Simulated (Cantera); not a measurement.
A closed system holds: 1 mol Si3N4, 1.4 mol NF3, 35 mol H2, held at 1025 K and 0.133 bar.

Cantera equilibrium calculation (NASA polynomials, part measured and part estimated; ideal gas, pure solids and liquids). Candidate condensed phases: Si, Si3N4; 37 gas species. Kinetics and transport are ignored.

### Question
What is the equilibrium state?

### Answer
* **x(H2)**: 0.934
* **x(N2)**: 0.0373
* **x(SiF4)**: 0.0278
* **x(HF)**: 0.000440
* **x(SiHF3)**: 0.000190
* **x(NH3)**: 1.15e-5
* **x(SiF3)**: 4.72e-6
* **n(Si3N4(s))**: 0.651 mol
* **gas amount**: 37.45 mol
* **log10 activity of Si(s) (absent)**: -5.34
